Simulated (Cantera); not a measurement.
Feed: 1 mol trisilylamine, a varied amount of NH₃, 88 mol H₂, at 1052 °C and 360 Pa.

Method: chemical equilibrium by Gibbs-energy minimisation in Cantera with the NASA 1993 tables (ideal gas, pure condensed phases). Candidate condensed phases: Si, Si₃N₄; 18 gas species. The feed counts by its element totals alone. The numbers say what is thermodynamically allowed, not how fast it happens.

At 7.2 mol NH₃, list the 3 most abundant gas species with their mole fractions, and the condensed phases.

H₂ 0.980, N₂ 0.0199, H 2.70e-5. Condensed: Si₃N₄(s).
